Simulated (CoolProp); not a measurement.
Values from CoolProp's reference Helmholtz-energy equation of state, de Reuck 1990.

Q: For fluorine, give the phase and the cv (kJ/(kg K)), speed of sound (m/s), Joule-Thomson coefficient (K/MPa) at -146.65 °C and 7.36 MPa; -4.35 °C and 0.0717 MPa; 10.55 °C and 8.38 MPa.

A: 
- -146.65 °C and 7.36 MPa: liquid; cv 0.724, speed of sound 513, Joule-Thomson coefficient 0.0514
- -4.35 °C and 0.0717 MPa: gas; cv 0.591, speed of sound 284, Joule-Thomson coefficient 2.31
- 10.55 °C and 8.38 MPa: supercritical; cv 0.611, speed of sound 296, Joule-Thomson coefficient 1.68
